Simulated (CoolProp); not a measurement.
Properties of methanol along the isobar 856 kPa.

Computed with CoolProp (reference Helmholtz-energy equation of state, de Reuck 1993).

| T (K) | phase | conductivity (mW/(m K)) | Prandtl number |
|---|---|---|---|
| 241 | liquid | 211 | 16.2 |
| 254.6 | liquid | 209 | 12.6 |
| 268.2 | liquid | 206 | 10.2 |
| 281.8 | liquid | 204 | 8.41 |
| 295.5 | liquid | 201 | 7.11 |
| 309.1 | liquid | 198 | 6.15 |
| 322.7 | liquid | 196 | 5.41 |
| 336.3 | liquid | 193 | 4.84 |
| 349.9 | liquid | 191 | 4.39 |

Viscosity comes from a separate model (Xiang 2006). Thermal conductivity comes from a separate model (Sykioti 2013).
